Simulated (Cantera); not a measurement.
Input: 1 mol PbO, 0.22 mol H2, 55 mol N2, held at 23.0 Pa.

Cantera equilibrium calculation (NASA polynomials, part measured and part estimated; ideal gas, pure solids and liquids). Candidate condensed phases: H2O, Pb, PbO, PbO2, Pb3O4; 27 gas species. Kinetics and transport are ignored. All values below are at 1075 K.

Base state: N2 0.978, PbO 0.0133, Pb 0.00453, H2O 0.00391, O2 0.000306 (mole fractions); condensed: gas only.

Problem. What changes in the equilibrium state with this change: pressure from 23.0 Pa to 17000 Pa?

Solution. 
```tsv
species	before	after
N2	0.978	0.996
H2O	0.00391	0.00398
Pb	0.00453	0.000447
PbO	0.0133	1.81e-5
O2	0.000306	<1e-9
Pb(l), mol	0	0.195
PbO(yellow), mol	0	0.779
```
Mutual solubility and eutectic melting of coexisting phases are not modelled.

Problem. What changes in the equilibrium state with this change: pressure from 23.0 Pa to 1000 Pa?

Solution. 
```csv
species,before,after
N2,0.978,0.992
H2O,0.00391,0.00397
Pb,0.00453,0.00397
PbO,0.0133,0.000308
O2,0.000306,4.96e-9
"PbO(yellow), mol",0,0.763
```
